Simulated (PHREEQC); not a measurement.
Na3PO4 is added in steps, without added water, to 1 kg of water holding 0.11 mol KHCO3 and 0.0054 mol NaOH, at 20 °C. Oxygen is held at 0.21 atm. CO2 from the air is kept out. Precipitation was switched off in this run.

Base run: PHREEQC, ion-association model, phreeqc.dat. Each further column changes one thing. The table gives PO4-3 (mol/kgw).

```csv
Na3PO4 added (mol),base,metal-ligand complexes left out,Davies equation for every ion,database wateq4f.dat,all activity coefficients set to 1
0,0,0,0,0,0
0.0165,7.12e-5,9.54e-5,5.31e-5,5.60e-5,1.94e-5
0.0385,0.000427,0.000671,0.000285,0.000317,8.27e-5
0.055,0.00108,0.00181,0.000664,0.000774,0.000175
0.0715,0.00245,0.00422,0.00143,0.00174,0.000360
0.0935,0.00722,0.0112,0.00438,0.00541,0.00129
0.11,0.0154,0.0204,0.0113,0.0130,0.00644
0.1265,0.0276,0.0325,0.0235,0.0253,0.0181
0.1485,0.0468,0.0511,0.0426,0.0447,0.0350
0.165,0.0621,0.0660,0.0573,0.0600,0.0478
0.1815,0.0778,0.0814,0.0721,0.0756,0.0606
0.2035,0.0989,0.102,0.0916,0.0966,0.0776
0.22,0.115,0.118,0.106,0.112,0.0904
```

The ionic strength passes 0.7 mol/kgw, the rough limit of the ion-association models, in part of: base; metal-ligand complexes left out; Davies equation for every ion; database wateq4f.dat; all activity coefficients set to 1. H3PO4, which wateq4f.dat lacks, is added to it with the constant of phreeqc.dat. phreeqc.dat and wateq4f.dat share most of their constants, so their agreement is no independent check. Solids allowed in the column 'database wateq4f.dat': Nahcolite, Natron.
